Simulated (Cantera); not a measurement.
A perfectly stirred reactor is fed with CH4 : H2 : N2 = 0.024 : 1 : 0.00015 (molar parts), at 150 Torr; it is held at 1648 K, and followed from long to short residence time.

Computed with Cantera and GRI-Mech 3.0 (53 species, 325 reactions). GRI-Mech 3.0 stops at C3 and has no aromatics, soot or wall deposition, so with more carbon than oxygen in the feed, carbon stays in small species such as C2H2 where larger ones or solid carbon would form.

Task: Predict: x(CH4) at τ = 2.00 s; x(H2) at τ = 2.00 s; x(C2H) at τ = 2.00 s; x(CH3) at τ = 2.00 s; x(C2H2) at τ = 2.00 s; x(CH4) at τ = 12.0 ms; x(H2) at τ = 12.0 ms; x(CH3) at τ = 12.0 ms; x(C2H2) at τ = 12.0 ms.

Result: 
```
Quantity                 Result
----------------------  -------
x(CH4) at τ = 2.00 s     0.0123
x(H2) at τ = 2.00 s       0.982
x(C2H) at τ = 2.00 s    4.50e-9
x(CH3) at τ = 2.00 s    4.92e-5
x(C2H2) at τ = 2.00 s   0.00531
x(CH4) at τ = 12.0 ms    0.0232
x(H2) at τ = 12.0 ms      0.976
x(CH3) at τ = 12.0 ms   7.80e-5
x(C2H2) at τ = 12.0 ms  6.76e-5
```
